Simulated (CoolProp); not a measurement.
Aqueous potassium carbonate as a coolant, 18 % by mass, freezing at -7.5 °C, 1 atm.

Model: Melinder's fits for secondary coolants, in CoolProp.

```csv
T (°C),viscosity (mPa s),cp (kJ/(kg K)),Prandtl number,density (kg/m³)
-4.9,?,3.345,18.8,1178
1.4,2.52,3.355,15.4,1177
7.8,2.12,3.366,?,1175
14.2,?,?,?,1172
20.5,1.59,3.386,9.25,1170
26.9,1.40,?,8.00,1167
33.3,1.23,3.405,6.97,1164
39.6,1.10,3.414,6.10,1160
```

Problem. Complete the blanks.

Solution. 
- -4.9, viscosity (mPa s): 3.04
- 7.8, Prandtl number: 12.8
- 14.2, viscosity (mPa s): 1.82
- 14.2, cp (kJ/(kg K)): 3.376
- 14.2, Prandtl number: 10.8
- 26.9, cp (kJ/(kg K)): 3.396
